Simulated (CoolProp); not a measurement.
R407C along the isotherm 88.25 °C: fugacity coefficient from the reference equation and from simpler models built on Tc = 86.2 °C, pc = 4.632 MPa, ω = 0.363; each cubic takes its own stable root.

The numbers come from the reference Helmholtz-energy equation of state, Lemmon 2003 in CoolProp. It is a pseudo-pure fit of the blend.

```
p (MPa)          phase  reference  van der Waals  Soave-Redlich-Kwong
-------  -------------  ---------  -------------  -------------------
0.022              gas     0.9983         0.9986               0.9984
0.0371             gas     0.9971         0.9977               0.9973
0.0626             gas     0.9951         0.9960               0.9955
0.106              gas     0.9918         0.9933               0.9924
0.178              gas     0.9862         0.9888               0.9872
0.301              gas     0.9767         0.9810               0.9784
0.508              gas     0.9608         0.9680               0.9636
0.857              gas     0.9342         0.9460               0.9389
1.45               gas     0.8896         0.9089               0.8974
2.44               gas     0.8163         0.8468               0.8290
4.12               gas     0.6924         0.7379               0.7126
6.95     supercritical     0.4789         0.5341               0.5067
```
